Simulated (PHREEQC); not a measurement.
Consider water at 25 °C with 25 mmol/kgw Na2SeO3 and 67 mmol/kgw NaCl. Closed to the air; pH follows from the charge balance.

Equilibrium calculation in PHREEQC: ion-association model, wateq4f.dat.

```
Item                    Value
--------------  -------------
pH                      10.20
ionic strength  0.142 mol/kgw
```

| species | molality | activity | log γ |
|---|---|---|---|
| Na+ | 0.117 | 0.0892 | -0.118 |
| Cl- | 0.0670 | 0.0495 | -0.132 |
| SeO3-2 | 0.0248 | 0.00837 | -0.471 |
| OH- | 0.000217 | 0.000160 | -0.134 |
| HSeO3- | 0.000217 | 0.000166 | -0.118 |

This is a speciation only: nothing precipitates in the calculation. Species that the database lacks are ignored.
